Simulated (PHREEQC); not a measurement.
Solution (25 °C): 0.019 mol/kgw LiF. Closed to the air; pH follows from the charge balance.

Computed with PHREEQC (ion-association model, phreeqc.dat).

Each row changes one thing in this solution. Precipitation was switched off in this run.

| case | pH | HF (mol/kgw) | HF2- (mol/kgw) |
|---|---|---|---|
| as made | 7.69 | 5.07e-7 | 3.69e-8 |
| LiF from 0.019 to 0.0171 mol/kgw | ? | 4.81e-7 | 3.16e-8 |
| LiF replaced by KF at the same molality | 7.69 | 5.07e-7 | 3.69e-8 |
| temperature from 25 to 75 °C | ? | 3.75e-6 | 3.10e-7 |
| LiF from 0.019 to 0.0038 mol/kgw | ? | 2.18e-7 | 3.18e-9 |
| LiF from 0.019 to 0.0095 mol/kgw | ? | 3.58e-7 | 1.31e-8 |
| LiF from 0.019 to 0.0285 mol/kgw | ? | 6.13e-7 | 6.71e-8 |
| temperature from 25 to 5 °C | 7.98 | 1.83e-7 | 1.08e-8 |
| LiF from 0.019 to 0.0019 mol/kgw | 7.28 | 1.44e-7 | 1.05e-9 |

Some entries are withheld; supply them.


- LiF from 0.019 to 0.0171 mol/kgw, pH: 7.67
- temperature from 25 to 75 °C, pH: 7.24
- LiF from 0.019 to 0.0038 mol/kgw, pH: 7.39
- LiF from 0.019 to 0.0095 mol/kgw, pH: 7.55
- LiF from 0.019 to 0.0285 mol/kgw, pH: 7.77

Species that the database lacks are ignored. Constants without temperature data keep their 25 °C values here.
